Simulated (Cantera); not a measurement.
Input: 1 mol Si2H6, 0.059 mol O3, 52 mol H2, equilibrated at 1673 K and 0.370 bar.

Equilibrium computed with Cantera from the NASA thermochemical tables; the gas is ideal and each condensed phase is pure. Candidate condensed phases: H2O, Si, SiO2; 18 gas species. The feed counts by its element totals alone. Gases not in the tables: Si2H6 and higher silanes. Rates play no part.

Base state: H2 0.997, SiO 0.00321, H 0.000187, SiH2 1.10e-5 (mole fractions); condensed: Si(s).

What changes in the equilibrium state with this change: O3 from 0.059 to 9.6 mol?


| species | before | after |
|---|---|---|
| H2 | 0.997 | 0.549 |
| H2O | 2.37e-6 | 0.451 |
| H | 0.000187 | 0.000139 |
| SiO | 0.00321 | 4.93e-7 |
| SiH2 | 1.10e-5 | <1e-9 |
| Si(s), mol | 1.82 | 0 |
| SiO2(β-quartz), mol | 0 | 2.00 |
The tables hold silica as quartz up to 1696 K and as liquid above; real silica turns to tridymite and cristobalite and melts near 1996 K. Gases not in the tables: Si(OH)4.

What changes in the equilibrium state with this change: O3 from 0.059 to 2.2 mol?


```tsv
species	before	after
H2	0.997	0.953
H2O	2.37e-6	0.0473
H	0.000187	0.000183
SiO	0.00321	8.16e-6
SiH2	1.10e-5	<1e-9
Si(s), mol	1.82	0
SiO2(β-quartz), mol	0	2.00
```
The tables hold silica as quartz up to 1696 K and as liquid above; real silica turns to tridymite and cristobalite and melts near 1996 K. Gases not in the tables: Si(OH)4.

What changes in the equilibrium state with this change: O3 from 0.059 to 0.87 mol?


```
species                before     after
-------------------  --------  --------
H2                      0.997     0.976
SiO                   0.00321    0.0234
H                    0.000187  0.000185
H2O                   2.37e-6   1.69e-5
SiH2                  1.10e-5   1.08e-5
Si(s), mol               1.82    0.0370
SiO2(β-quartz), mol         0     0.647
```
Mutual solubility and eutectic melting of coexisting phases are not modelled. The tables hold silica as quartz up to 1696 K and as liquid above; real silica turns to tridymite and cristobalite and melts near 1996 K.
